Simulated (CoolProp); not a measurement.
Vapour-liquid equilibrium of R134a (1) + R124 (2) at 1.93 bar; x and y are mole fractions of (1).

Values from CoolProp's multi-fluid Helmholtz-energy mixture model, Tillner-Roth 1994 and de Vries 1995; pair parameters Bell 2016.

Task: Give the bubble temperature and the first vapour's composition at x = 0.15, 0.55, 0.75. Is there an azeotrope?

Result: x = 0.15: 273.9 K, y = 0.253; x = 0.55: 266.9 K, y = 0.678; x = 0.75: 264.5 K, y = 0.828. No azeotrope shows between x = 0.05 and 0.95.

The pair parameters rest on a limited set of measurements; away from them the model extrapolates.
